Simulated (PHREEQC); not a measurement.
Solution A (0.0063 mol/kgw CuSO4 and 0.017 mol/kgw NaCl) is mixed with solution B (0.0041 mol/kgw HNO3 and 0.0088 mol/kgw AlCl3) at 87 °C; shares are by mass of water, 1 kg in all. Oxygen alone is held at its pressure in air (log pO2 = -0.68). No CO2 enters from the air. Only these solids could form: Al(OH)3(a), Halite.

Computed with PHREEQC (ion-association model, phreeqc.dat).

| share of solution B | pH | Al+3 (mol/kgw) | SO4-2 (mol/kgw) | Cu+2 (mol/kgw) | AlSO4+ (mol/kgw) | CuSO4 (mol/kgw) | CuCl+ (mol/kgw) |
|---|---|---|---|---|---|---|---|
| 0 | 4.44 | 0 | 0.00476 | 0.00395 | 0 | 0.00124 | 0.00102 |
| 0.1 | 3.53 | 0.000162 | … | 0.00372 | 0.000514 | 0.000919 | 0.00102 |
| 0.2 | 3.26 | 0.000447 | 0.00270 | 0.00340 | 0.00106 | 0.000627 | 0.000997 |
| 0.3 | 3.06 | 0.000887 | 0.00189 | 0.00306 | 0.00147 | 0.000395 | 0.000946 |
| 0.4 | 2.90 | 0.00153 | 0.00128 | 0.00268 | 0.00169 | … | 0.000864 |
| 0.5 | 2.78 | 0.00240 | 0.000859 | 0.00226 | 0.00169 | 0.000125 | 0.000755 |
| 0.6 | … | 0.00343 | 0.000571 | 0.00182 | 0.00152 | 6.39e-5 | 0.000626 |
| 0.7 | 2.60 | 0.00459 | 0.000368 | 0.00137 | 0.00122 | 2.93e-5 | 0.000482 |
| 0.8 | 2.53 | 0.00582 | 0.000217 | 0.000916 | … | 1.09e-5 | … |
| 0.9 | 2.48 | 0.00710 | 9.82e-5 | 0.000458 | 0.000444 | 2.34e-6 | 0.000167 |
| 1 | 2.43 | 0.00841 | 0 | 0 | 0 | 0 | 0 |

Task: What belongs in the gaps?

Result: 
- 0.1, SO4-2 (mol/kgw): 0.00368
- 0.4, CuSO4 (mol/kgw): 0.000230
- 0.6, pH: 2.68
- 0.8, AlSO4+ (mol/kgw): 0.000857
- 0.8, CuCl+ (mol/kgw): 0.000328

Complexes and solids missing from the database can't appear. Constants without temperature data keep their 25 °C values here.
